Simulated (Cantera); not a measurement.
A Cantera script and what it prints.

```python
import numpy as np
import cantera as ct

gas_names = """
    B BCL BCL2 BCL3 BO BOCL BO2 B2 B2O B2O2 B2O3 B3O3CL3 CL CLO CL2 O O2 O3
""".split()
cond_names = """
    B(b) B(L) B2O3(L)
""".split()


def load(file, names, dense=False):
    # The tables refer to 1 bar. Condensed volumes are neglected.
    table = {s.name: s for s in ct.Species.list_from_file(file)}
    out = []
    for n in names:
        d = dict(table[n].input_data)
        d["thermo"] = dict(d["thermo"], **{"reference-pressure": 1e5})
        if dense:
            d["equation-of-state"] = {"model": "constant-volume", "density": "1e6 g/cm^3"}
        out.append(ct.Species.from_dict(d))
    return out


gas = ct.Solution(thermo="ideal-gas", species=load("nasa_gas.yaml", gas_names))
cond = {s.name: ct.Solution(thermo="fixed-stoichiometry", species=[s], name=s.name)
        for s in load("nasa_condensed.yaml", cond_names, dense=True)}
atoms = {
    'B2O3': {'B': 2, 'O': 3},
    'Cl2': {'CL': 2},
}
top_T = {}  # K; cautious upper limits of use, not melting points


def equilibrate(T, P, feed):
    n = {}
    for name, mol in feed.items():
        for a, k in atoms[name].items():
            n[a] = n.get(a, 0.0) + k * mol
    gas.TPX = T, P, n
    mass = sum(n.values()) * gas.mean_molecular_weight
    gas.equilibrate("TP")
    valid = [c for c in cond.values() if c.min_temp <= T <= top_T.get(c.name, c.max_temp)]
    mix = ct.Mixture([(gas, mass / gas.mean_molecular_weight)] + [(c, 0.0) for c in valid])
    mix.T, mix.P = T, P
    mix.equilibrate("TP", solver="vcs", rtol=1e-11, max_steps=5000)
    return mix


results = []
feed = {'B2O3': 1, 'Cl2': 14}  # mol
P = 1333.22  # Pa
for T in [823, 873, 923, 973, 1023, 1073, 1123, 1173, 1223, 1273, 1323, 1373]:
    mix = equilibrate(T, P, feed)
    results.append((T, P, feed, dict(zip(mix.species_names, mix.species_moles))))
    x = sorted(zip(gas.X, gas.species_names), reverse=True)
    print(f"T = {T:g} K  P = {P:g} Pa  gas = {mix.phase_moles(0):.4g} mol")
    print("   x: " + "  ".join(f"{s} {v:.3e}" for v, s in x if v > 1e-05))
    print("   condensed (mol): " + ("  ".join(f"{mix.phase(i).name} {mix.phase_moles(i):.4g}"
          for i in range(1, mix.n_phases) if mix.phase_moles(i) > 1e-12) or "none"))
```

Output:

```
T = 823 K  P = 1333.22 Pa  gas = 14 mol
   x: CL2 9.999e-01  CL 1.361e-04
   condensed (mol): B2O3(L) 1
T = 873 K  P = 1333.22 Pa  gas = 14 mol
   x: CL2 9.996e-01  CL 3.836e-04
   condensed (mol): B2O3(L) 1
T = 923 K  P = 1333.22 Pa  gas = 14.01 mol
   x: CL2 9.990e-01  CL 9.672e-04  BCL3 1.183e-05  O2 1.044e-05
   condensed (mol): B2O3(L) 0.9999
T = 973 K  P = 1333.22 Pa  gas = 14.02 mol
   x: CL2 9.977e-01  CL 2.219e-03  BCL3 2.681e-05  O2 2.407e-05
   condensed (mol): B2O3(L) 0.9997
T = 1023 K  P = 1333.22 Pa  gas = 14.03 mol
   x: CL2 9.952e-01  CL 4.698e-03  BCL3 5.583e-05  O2 5.100e-05  B3O3CL3 1.217e-05
   condensed (mol): B2O3(L) 0.9993
T = 1073 K  P = 1333.22 Pa  gas = 14.07 mol
   x: CL2 9.905e-01  CL 9.270e-03  BCL3 1.080e-04  O2 1.004e-04  B3O3CL3 2.553e-05
   condensed (mol): B2O3(L) 0.9987
T = 1123 K  P = 1333.22 Pa  gas = 14.12 mol
   x: CL2 9.824e-01  CL 1.720e-02  BCL3 1.958e-04  O2 1.853e-04  B3O3CL3 4.964e-05
   condensed (mol): B2O3(L) 0.9975
T = 1173 K  P = 1333.22 Pa  gas = 14.22 mol
   x: CL2 9.690e-01  CL 3.020e-02  BCL3 3.343e-04  O2 3.233e-04  B3O3CL3 9.010e-05  BOCL 2.520e-05
   condensed (mol): B2O3(L) 0.9955
T = 1223 K  P = 1333.22 Pa  gas = 14.37 mol
   x: CL2 9.482e-01  CL 5.045e-02  BCL3 5.393e-04  O2 5.361e-04  B3O3CL3 1.534e-04  BOCL 7.655e-05
   condensed (mol): B2O3(L) 0.9923
T = 1273 K  P = 1333.22 Pa  gas = 14.59 mol
   x: CL2 9.174e-01  CL 8.047e-02  O2 8.494e-04  BCL3 8.232e-04  B3O3CL3 2.453e-04  BOCL 2.114e-04
   condensed (mol): B2O3(L) 0.987
T = 1323 K  P = 1333.22 Pa  gas = 14.93 mol
   x: CL2 8.737e-01  CL 1.229e-01  O2 1.292e-03  BCL3 1.187e-03  BOCL 5.350e-04  B3O3CL3 3.685e-04  B2O3 2.607e-05  CLO 1.615e-05
   condensed (mol): B2O3(L) 0.9785
T = 1373 K  P = 1333.22 Pa  gas = 15.41 mol
   x: CL2 8.149e-01  CL 1.797e-01  O2 1.894e-03  BCL3 1.610e-03  BOCL 1.249e-03  B3O3CL3 5.184e-04  B2O3 9.391e-05  CLO 2.647e-05
   condensed (mol): B2O3(L) 0.9645
```

Cantera equilibrium calculation (NASA polynomials, part measured and part estimated; ideal gas, pure solids and liquids). The tables' values for BOCl are old estimates; treat these amounts as uncertain.
